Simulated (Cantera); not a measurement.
Feed: 1 mol C2H2, 0.09 mol O2, 0.04 mol CO2, equilibrated at 1 atm.

Cantera equilibrium calculation (NASA polynomials, part measured and part estimated; ideal gas, pure solids and liquids). Candidate condensed phases: C, C6H6, C7H8, C8H18, H2O; 110 gas species. Kinetics and transport are ignored.

Over these rows the condensed part is C(graphite). Partial pressures as log10 of bar:

```
T (K)  1000/T (1/K)  log p C2H2 (acetylene)  log p H2  log p CO
-----  ------------  ----------------------  --------  --------
1548         0.6460                   -4.90     -0.10     -0.68
1698         0.5889                   -4.24     -0.10     -0.68
1848         0.5411                       ?     -0.10     -0.68
1998         0.5005                   -3.22     -0.10     -0.68
2148         0.4655                   -2.82     -0.10     -0.68
2298         0.4352                   -2.47     -0.10     -0.68
```

**Question.** Fit log p(C2H2 (acetylene)) = a + b·(1000/T) to the five rows, give the apparent enthalpy, and predict the row at 1848 K.

**Answer.** Means: 1000/T = 0.5272, log p = -3.530. Sxy = -0.356167, Sxx = 0.0309041, so b = -11.52 and a = -3.530 − (-11.52)×0.5272 = 2.54.
Apparent enthalpy: −19.145 × (-11.52) = 221 kJ/mol. With the condensed phases at unit activity, 2 C(graphite) + H2(g) = C2H2 (acetylene)(g) links this pressure to the main gases: over the six rows their terms move log p by +0.00 in all, so the slope is close to that reaction's ΔH°. The five rows lie within 0.01 of the line.
Prediction at 1848 K: 2.54 + (-11.52)×0.5411 = -3.69. The computed value is -3.68, 0.01 from the line.
